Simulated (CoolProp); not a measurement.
Saturated liquid density (kg/m³) of ethylbenzene: the reference equation beside estimates from Tc = 617.1 K, pc = 3.622 MPa, ω = 0.304. Rackett uses Z = 0.29056 − 0.08775 ω.

The numbers come from the reference Helmholtz-energy equation of state, Zhou 2012 in CoolProp.

| T (K) | reference | Rackett | van der Waals | Redlich-Kwong | Soave-Redlich-Kwong | Peng-Robinson |
|---|---|---|---|---|---|---|
| 403.8 | 765.7 | 759.4 | 444.1 | 649.1 | 677.7 | 766.0 |
| 406.6 | 763.0 | 756.6 | 442.6 | 646.3 | 675.2 | 763.3 |
| 409.4 | 760.2 | 753.8 | 441.0 | 643.5 | 672.6 | 760.5 |
| 412.2 | 757.4 | 751.0 | 439.4 | 640.7 | 670.0 | 757.7 |
| 415 | 754.6 | 748.1 | 437.8 | 637.9 | 667.4 | 754.8 |
| 417.8 | 751.8 | 745.2 | 436.2 | 635.1 | 664.8 | 752.0 |
| 420.6 | 749.0 | 742.3 | 434.6 | 632.2 | 662.1 | 749.0 |
| 423.4 | 746.1 | 739.4 | 432.9 | 629.3 | 659.4 | 746.1 |
| 426.2 | 743.3 | 736.5 | 431.3 | 626.4 | 656.6 | 743.1 |
| 429.1 | 740.3 | 733.4 | 429.5 | 623.3 | 653.7 | 739.9 |
| 431.9 | 737.4 | 730.5 | 427.9 | 620.3 | 650.9 | 736.8 |

Absolute difference from the reference over all 11 rows, mean and median: Rackett 0.9 and 0.9 %, van der Waals 42.0 and 42.0 %, Redlich-Kwong 15.5 and 15.5 %, Soave-Redlich-Kwong 11.6 and 11.6 %, Peng-Robinson 0.0 and 0.0 %.
